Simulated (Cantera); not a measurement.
# Iron carbonyl, mercury and lead vapours: PbO + H2

Input: 1 mol PbO, 43 mol H2, equilibrated at 13.3 mbar.

These are equilibrium values from Cantera (NASA tables, ideal gas, pure condensed phases), not measurements of a reactor. Candidate condensed phases: H2O, Pb, PbO, PbO2, Pb3O4; 12 gas species. The numbers say what is thermodynamically allowed, not how fast it happens.

| T (°C) | log p H2 | log p H2O | log p Pb | log p H | log p Pb2 | log p PbO | n Pb(l) |
|---|---|---|---|---|---|---|---|
| 550 | -1.89 | -3.51 | -6.87 | -12.08 | -13.78 | <-13 | 1.000 |
| 600 | -1.89 | -3.51 | -6.20 | -11.27 | -12.65 | <-13 | 0.998 |
| 650 | -1.89 | -3.51 | -5.60 | -10.55 | -11.64 | -13.31 | 0.992 |
| 700 | -1.89 | -3.51 | -5.06 | -9.91 | -10.74 | -12.42 | 0.972 |
| 750 | -1.89 | -3.51 | -4.57 | -9.33 | -9.93 | -11.61 | 0.914 |
| 800 | -1.89 | -3.51 | -4.14 | -8.80 | -9.20 | -10.88 | 0.763 |
| 850 | -1.89 | -3.51 | -3.74 | -8.32 | -8.53 | -10.22 | 0.402 |
| 900 | -1.90 | -3.52 | -3.52 | -7.88 | -8.21 | -9.76 | 0 |
| 950 | -1.90 | -3.52 | -3.52 | -7.47 | -8.32 | -9.53 | 0 |
log p: log10 of the partial pressure in bar; n: condensed amount in mol.

From 550 °C to 850 °C the condensed part is Pb(l). From 900 °C to 950 °C nothing is condensed. The main Pb-bearing gas is Pb throughout.
